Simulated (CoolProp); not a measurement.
Vapour pressure (kPa) of R245ca: the reference equation beside estimates from Tc = 447.6 K, pc = 3941 kPa, ω = 0.355. Clausius-Clapeyron is anchored at 265.5 K with a constant enthalpy of vaporisation of 29.83 kJ/mol.

Computed with CoolProp (reference Helmholtz-energy equation of state, Zhou 2016).

| T (K) | reference | Lee-Kesler | Clausius-Clapeyron | van der Waals | Soave-Redlich-Kwong | Peng-Robinson |
|---|---|---|---|---|---|---|
| 206.5 | 0.3517 | 0.3828 | 0.4909 | 62.24 | 0.3966 | 0.4521 |
| 214.9 | 0.7648 | 0.8077 | (withheld) | 82.80 | 0.8343 | 0.9319 |
| 223.3 | 1.546 | 1.597 | (withheld) | 107.9 | 1.644 | 1.804 |
| 231.8 | 2.955 | 3.004 | 3.269 | (withheld) | 3.080 | 3.327 |
| 240.2 | 5.297 | 5.326 | 5.617 | 174.2 | 5.441 | 5.797 |
| 248.6 | 9.038 | 9.025 | 9.304 | 216.0 | 9.183 | 9.669 |
| 257.1 | 14.84 | 14.76 | 14.99 | 265.0 | 14.97 | 15.59 |
| 265.5 | 23.31 | 23.14 | 23.31 | 320.4 | 23.38 | 24.14 |
| 273.9 | 35.37 | 35.11 | 35.28 | 383.3 | 35.36 | 36.21 |
| 282.4 | 52.28 | 51.93 | 52.33 | (withheld) | 52.16 | 53.05 |
| 290.8 | 74.81 | 74.43 | 75.54 | 534.1 | (withheld) | 75.42 |
| 299.3 | 104.8 | 104.5 | 107.2 | 623.1 | 104.6 | 105.2 |
| 307.7 | 143.1 | 143.0 | 148.7 | 720.1 | 142.9 | 143.1 |
| 316.1 | 191.6 | 191.7 | 202.8 | 826.5 | 191.5 | 191.1 |

**Question.** Fill in the missing entries.

**Answer.** 
- 214.9, Clausius-Clapeyron: 0.9680
- 223.3, Clausius-Clapeyron: 1.814
- 231.8, van der Waals: 138.5
- 282.4, van der Waals: 455.0
- 290.8, Soave-Redlich-Kwong: 74.59

Absolute difference from the reference over all 14 rows, mean and median: Lee-Kesler 1.7 and 0.6 %, Clausius-Clapeyron 8.4 and 3.4 %, van der Waals 3701.8 and 1480.1 %, Soave-Redlich-Kwong 2.8 and 0.6 %, Peng-Robinson 7.9 and 4.3 %.
